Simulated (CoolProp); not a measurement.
Vapour-liquid equilibrium of benzene (1) + m-xylene (2) at 195.45 °C; x and y are mole fractions of (1).

Computed with CoolProp (multi-fluid Helmholtz-energy mixture model, Thol 2012 and Zhou 2012; pair parameters Bell 2016).

```csv
x,"bubble pressure, mixture model (MPa)","bubble pressure, Raoult's law (MPa)","y, mixture model","y, Raoult's law"
0.05,0.4181,0.4221,0.138,0.158
0.125,0.4842,0.4942,0.300,0.338
0.2,0.5506,0.5663,0.425,0.472
0.275,0.6175,0.6384,0.526,0.575
0.35,0.6852,0.7105,0.609,0.658
0.425,0.7540,0.7826,0.679,0.725
0.5,0.8241,0.8547,0.739,0.781
0.575,0.8957,0.9268,0.791,0.828
0.65,0.9689,0.9989,0.837,0.869
0.725,1.044,1.071,0.879,0.904
0.8,1.121,1.143,0.916,0.935
0.875,1.199,1.215,0.950,0.962
0.95,1.280,1.287,0.981,0.985
```

The largest gap from Raoult's law is -3.7 % in bubble pressure, at x = 0.425. No azeotrope shows between x = 0.05 and 0.95.

The pair parameters rest on a limited set of measurements; away from them the model extrapolates.
